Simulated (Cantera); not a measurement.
A closed system holds: 1 mol BCl₃, 190 mol H₂, 0.18 mol N₂, 0.47 mol O₂, at 0.100 bar.

These are equilibrium values from Cantera (NASA tables, ideal gas, pure condensed phases), not measurements of a reactor. Candidate condensed phases: B, BN, B₂O₃, B₃O₃H₃, H₂O, NH₄Cl; 49 gas species. N₂ is the only nitrogen source here; it is nearly inert below about 1500 K, so the nitride shown seldom forms there in practice. Mutual solubility and eutectic melting of coexisting phases are not modelled. The tables' values for BOCl are old estimates; treat these amounts as uncertain. Rates play no part.

x: gas mole fraction; n: condensed amount in mol.

```
T (K)   x H₂   x HCl     x HBO    x HBO₂      x N₂  x H₂O  n BN(s)  n B₂O₃(l)
-----  -----  ------  --------  --------  --------  -----  -------  ---------
1200   0.984  0.0157   5.50e-5   6.54e-6   3.50e-9      …    0.360      0.298
1250   0.984  0.0157  0.000116   1.93e-5   4.15e-8      …    0.360      0.294
1300   0.984  0.0157  0.000223   5.43e-5   5.11e-7      …    0.360      0.283
1350   0.984  0.0157  0.000414  0.000139   4.74e-6      …    0.358      0.258
1400   0.983  0.0156  0.000782  0.000308   2.51e-5      …    0.350      0.206
1450   0.982  0.0156   0.00149  0.000612   8.48e-5      …    0.327      0.105
1500   0.980  0.0156   0.00244  0.000826  0.000209      …    0.280          0
1550   0.980  0.0156   0.00305  0.000589  0.000365      …    0.220          0
1600   0.979  0.0155   0.00362  0.000367  0.000517      …    0.161          0
```

Complete the blanks.


- 1200, x H₂O: 6.19e-6
- 1250, x H₂O: 1.38e-5
- 1300, x H₂O: 3.11e-5
- 1350, x H₂O: 6.39e-5
- 1400, x H₂O: 0.000109
- 1450, x H₂O: 0.000159
- 1500, x H₂O: 0.000181
- 1550, x H₂O: 0.000140
- 1600, x H₂O: 9.70e-5
